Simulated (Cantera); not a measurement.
An adiabatic, constant-pressure homogeneous reactor starts with CH4 : C2H6 : O2 : N2 : H2O = 1 : 0.055 : 2.85 : 10.7 : 3.7 (molar parts), at 1700 K and 2.20 bar. Integrator tolerance rtol = 1e-08.

Detailed kinetics in Cantera: GRI-Mech 3.0 (53 species, 325 reactions).

What does this change do: initial temperature 1700 to 1350 K?


```tsv
quantity	before	after
time of steepest temperature rise	57.2 µs	1.47 ms
temperature at 1.00 s	2583 K	2388 K
equilibrium temperature	2583 K	2388 K
x(CH4) at 1.00 s	<1e-12 (gas-phase equilibrium <1e-12)	<1e-12 (gas-phase equilibrium <1e-12)
x(C2H6) at 1.00 s	<1e-12 (gas-phase equilibrium <1e-12)	<1e-12 (gas-phase equilibrium <1e-12)
x(O2) at 1.00 s	0.0353 (gas-phase equilibrium 0.0353)	0.0337 (gas-phase equilibrium 0.0337)
x(CO2) at 1.00 s	0.0494 (gas-phase equilibrium 0.0494)	0.0560 (gas-phase equilibrium 0.0560)
x(C2H) at 1.00 s	<1e-12 (gas-phase equilibrium <1e-12)	<1e-12 (gas-phase equilibrium <1e-12)
```

What does this change do: initial temperature 1700 to 1623 K?


```tsv
quantity	before	after
time of steepest temperature rise	57.2 µs	0.106 ms
temperature at 1.00 s	2583 K	2544 K
equilibrium temperature	2583 K	2544 K
x(CH4) at 1.00 s	<1e-12 (gas-phase equilibrium <1e-12)	<1e-12 (gas-phase equilibrium <1e-12)
x(C2H6) at 1.00 s	<1e-12 (gas-phase equilibrium <1e-12)	<1e-12 (gas-phase equilibrium <1e-12)
x(O2) at 1.00 s	0.0353 (gas-phase equilibrium 0.0353)	0.0349 (gas-phase equilibrium 0.0349)
x(CO2) at 1.00 s	0.0494 (gas-phase equilibrium 0.0494)	0.0511 (gas-phase equilibrium 0.0511)
x(C2H) at 1.00 s	<1e-12 (gas-phase equilibrium <1e-12)	<1e-12 (gas-phase equilibrium <1e-12)
```

What does this change do: initial temperature 1700 to 1773 K?


```
quantity                                                          before                                  after
---------------------------------  -------------------------------------  -------------------------------------
time of steepest temperature rise                                57.2 µs                                34.4 µs
temperature at 1.00 s                                             2583 K                                 2619 K
equilibrium temperature                                           2583 K                                 2619 K
x(CH4) at 1.00 s                   <1e-12 (gas-phase equilibrium <1e-12)  <1e-12 (gas-phase equilibrium <1e-12)
x(C2H6) at 1.00 s                  <1e-12 (gas-phase equilibrium <1e-12)  <1e-12 (gas-phase equilibrium <1e-12)
x(O2) at 1.00 s                    0.0353 (gas-phase equilibrium 0.0353)  0.0358 (gas-phase equilibrium 0.0358)
x(CO2) at 1.00 s                   0.0494 (gas-phase equilibrium 0.0494)  0.0478 (gas-phase equilibrium 0.0478)
x(C2H) at 1.00 s                   <1e-12 (gas-phase equilibrium <1e-12)  <1e-12 (gas-phase equilibrium <1e-12)
```
